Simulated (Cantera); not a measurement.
A perfectly stirred reactor is fed with CH4 : O2 : N2 = 1 : 1.67 : 6.27 (molar parts), equivalence ratio 1.2, at 2850 Torr; it is adiabatic with a 400 K inlet, and is followed from long to short residence time, starting on the burning branch (τ in s: 0.097, 0.048, 0.024, 0.012, 0.006, 0.003, 0.0015, 0.00074, 0.00037, 0.00018, 9.1e-05, 4.5e-05, 2.3e-05).

Cantera simulation using GRI-Mech 3.0 (53 species, 325 reactions); the numbers are that mechanism's predictions, not measurements.

One state of this run: T (K) = 2203; x CH4 = 3.48e-5; x O2 = 0.000195; x CH3 = 1.65e-5; x H2O = 0.188; x NO = 0.000269; x C2H4 = 2.49e-8; x NO2 = 9.75e-9. x: mole fraction; the columns are a selection and need not sum to one.

**Question.** Which value of τ (s) does it belong to?
A) 0.0030
B) 0.097
C) 0.00018
D) 0.024

**Answer.** D, 0.024
